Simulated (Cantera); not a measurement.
A closed system holds: 1 mol LiCl, 0.15 mol O2, 0.13 mol H2, held at 50.3 Torr.

Cantera equilibrium calculation (NASA polynomials, part measured and part estimated; ideal gas, pure solids and liquids). Candidate condensed phases: H2O, Li, LiCl, LiH, LiOH, Li2O; 25 gas species. Kinetics and transport are ignored.

Problem. Which condensed phases are stable at each of these points (T (K)): 1148, 1248, 1348, 1448, 1548, 1648, 1748, 1848, 1948, 2048?

Solution. 
| T (K) | condensed phases | Li condensed (%) |
|---|---|---|
| 1148 | LiCl(l) | 96.5 |
| 1248 | LiCl(l) | 81.6 |
| 1348 | gas only | 0.0 |
| 1448 | gas only | 0.0 |
| 1548 | gas only | 0.0 |
| 1648 | gas only | 0.0 |
| 1748 | gas only | 0.0 |
| 1848 | gas only | 0.0 |
| 1948 | gas only | 0.0 |
| 2048 | gas only | 0.0 |

From 1148 K to 1248 K the condensed part is LiCl(l). From 1348 K to 2048 K nothing is condensed.
